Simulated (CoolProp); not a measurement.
Vapour-liquid equilibrium of 1-butene (1) + n-butane (2) at 280.1 K; x and y are mole fractions of (1).

Model: multi-fluid Helmholtz-energy mixture model, Lemmon 2005 and Bücker 2006; pair parameters Bell 2016, in CoolProp.

| x | bubble pressure, mixture model (MPa) | bubble pressure, Raoult's law (MPa) | y, mixture model | y, Raoult's law |
|---|---|---|---|---|
| 0.05 | 0.1350 | 0.1349 | 0.061 | 0.061 |
| 0.15 | 0.1385 | 0.1381 | 0.181 | 0.179 |
| 0.25 | 0.1421 | 0.1413 | 0.294 | 0.292 |
| 0.35 | 0.1456 | 0.1445 | 0.402 | 0.400 |
| 0.45 | 0.1491 | 0.1477 | 0.504 | 0.503 |
| 0.55 | 0.1525 | 0.1508 | 0.601 | 0.602 |
| 0.65 | 0.1557 | 0.1540 | 0.694 | 0.697 |
| 0.75 | 0.1587 | 0.1572 | 0.783 | 0.788 |
| 0.85 | 0.1615 | 0.1604 | 0.870 | 0.875 |
| 0.95 | 0.1640 | 0.1636 | 0.957 | 0.959 |

The largest gap from Raoult's law is +1.1 % in bubble pressure, at x = 0.55. No azeotrope shows between x = 0.05 and 0.95.

The pair parameters rest on a limited set of measurements; away from them the model extrapolates.
